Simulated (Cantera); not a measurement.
Input (Python, Cantera):

```python
import numpy as np
import cantera as ct

gas = ct.Solution("SiF4_NH3_mec.yaml", "gas")
gas.TPX = 2048, 1333, {'NH3': 1, 'H2': 18}
inlet = ct.Reservoir(gas, clone=True)

reactor = ct.IdealGasConstPressureReactor(gas, energy="off", clone=False)
exhaust = ct.Reservoir(gas, clone=True)
tau = [12, 3.3, 0.94, 0.26, 0.074, 0.021, 0.0059, 0.0017, 0.00047][0]
for a, b in ((inlet, reactor), (reactor, exhaust)):
    ct.MassFlowController(a, b, mdot=lambda t: reactor.mass / tau)
net = ct.ReactorNet([reactor])
show = ['NH3', 'H2', 'N2H2', 'N', 'H', 'N2H4']

rows = []
print(f"{'tau/s':>10s}{'T/K':>9s}" + "".join(f"{s:>11s}" for s in show))
for tau in [12, 3.3, 0.94, 0.26, 0.074, 0.021, 0.0059, 0.0017, 0.00047]:
    net.initial_time = 0.0
    net.advance(30 * tau)
    before = gas.X
    net.advance(40 * tau)
    drift = np.max(np.abs(gas.X - before) / (gas.X + 1e-9))
    rows.append([gas.T, *gas[show].X, drift])
    print(f"{tau:10.3e}{gas.T:9.1f}" + "".join(f"{x:11.3e}" for x in gas[show].X))
```

Output:

```
     tau/s      T/K        NH3         H2       N2H2          N          H       N2H4
 1.200e+01   2048.0  2.259e-03  9.683e-01  1.975e-08  3.600e-06  5.596e-03  6.219e-12
 3.300e+00   2048.0  1.405e-02  9.651e-01  9.348e-08  2.051e-06  2.522e-03  4.955e-11
 9.400e-01   2048.0  3.149e-02  9.566e-01  2.054e-07  1.803e-06  1.835e-03  1.345e-10
 2.600e-01   2048.0  4.539e-02  9.495e-01  2.652e-07  1.515e-06  1.524e-03  1.958e-10
 7.400e-02   2048.0  5.123e-02  9.468e-01  1.687e-07  7.858e-07  1.171e-03  1.483e-10
 2.100e-02   2048.0  5.250e-02  9.469e-01  1.982e-08  6.630e-08  5.070e-04  2.929e-11
 5.900e-03   2048.0  5.260e-02  9.472e-01  9.690e-10  1.593e-09  1.459e-04  2.446e-12
 1.700e-03   2048.0  5.262e-02  9.473e-01  6.367e-11  3.813e-11  4.206e-05  2.063e-13
 4.700e-04   2048.0  5.263e-02  9.474e-01  4.496e-12  7.880e-13  1.158e-05  1.644e-14
```

Detailed kinetics in Cantera: the gas-phase N/H chemistry of the illustrative SiF4/NH3 mechanism in the Surface Chemkin manual (1991). Walls and surfaces, which speed up NH3 decomposition in real reactors, are not modelled.
